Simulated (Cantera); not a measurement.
Input: 1 mol (CH3)2SiCl2, 0.02 mol C3H8, 760 mol H2, at 79.0 mbar.

These are equilibrium values from Cantera (NASA tables, ideal gas, pure condensed phases), not measurements of a reactor. Candidate condensed phases: C, C6H6, C7H8, C8H18, Si, SiC; 109 gas species. The feed counts by its element totals alone. Gases not in the tables: Si2H6 and higher silanes. The numbers say what is thermodynamically allowed, not how fast it happens.

Question: At 2073 K, list the 6 most abundant gas species with their mole fractions, and the condensed phases.

Answer: H2 0.987, H 0.00930, HCl 0.00258, C2H2 (acetylene) 0.000752, Si 0.000114, CH4 2.14e-5. Condensed: SiC(s).
